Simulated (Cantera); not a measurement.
**Catalytic combustion on Pt**

An isothermal plug-flow reactor at 825 K and 2100 Torr (inlet), inlet velocity 0.36 m/s, active area per volume 3600 1/m; feed CH4 : O2 : N2 = 0.0065 : 0.051 : 0.79 (molar parts).

Detailed kinetics in Cantera: Deutschmann's 1995 Pt surface mechanism with GRI-Mech 3.0 gas chemistry. Catalytic surfaces can have several steady states; this one follows from the mechanism file's or the stated starting coverage. Mass transfer to the wall is taken as infinitely fast.

```tsv
z (m)	x CH4	x O2	x H2O	x CO2	x CO	θ free Pt	θ O*	θ OH*
0.00061	0.00759	0.0600	0.000154	7.60e-5	1.13e-6	0.0406	0.959	0.000395
0.001	0.00754	0.0599	0.000252	0.000125	1.16e-6	0.0407	0.959	0.000500
0.0017	0.00746	0.0598	0.000426	0.000212	1.16e-6	0.0407	0.959	0.000646
0.0029	0.00731	0.0595	0.000721	0.000359	1.13e-6	0.0407	0.958	0.000837
0.0048	0.00708	0.0590	0.00118	0.000587	1.10e-6	0.0408	0.958	0.00107
0.0079	0.00672	0.0583	0.00189	0.000946	1.05e-6	0.0409	0.958	0.00135
0.013	0.00617	0.0572	0.00301	0.00150	9.61e-7	0.0412	0.957	0.00171
0.022	0.00528	0.0554	0.00478	0.00239	8.26e-7	0.0416	0.956	0.00216
0.037	0.00404	0.0529	0.00725	0.00362	6.36e-7	0.0422	0.955	0.00268
0.061	0.00260	0.0500	0.0101	0.00507	4.12e-7	0.0429	0.954	0.00320
```
x: gas mole fraction; θ: surface coverage.
